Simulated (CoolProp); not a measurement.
Vapour-liquid equilibrium of n-butane (1) + benzene (2) at 387.1 K; x and y are mole fractions of (1).

Values from CoolProp's multi-fluid Helmholtz-energy mixture model, Bücker 2006 and Thol 2012; pair parameters Bell 2016.

Question: Give the bubble pressure and the first vapour's composition at x = 0.05, 0.35, 0.5. Is there an azeotrope?

Answer: x = 0.05: 0.3505 MPa, y = 0.280; x = 0.35: 0.9015 MPa, y = 0.772; x = 0.5: 1.151 MPa, y = 0.845. No azeotrope shows between x = 0.05 and 0.95.

Pair parameters are fitted to limited data, so mixtures are less certain than the pure fluids. The gap from Raoult's law changes sign with composition, which may be real or a fault of the pair parameters; it wasn't checked against measurements.
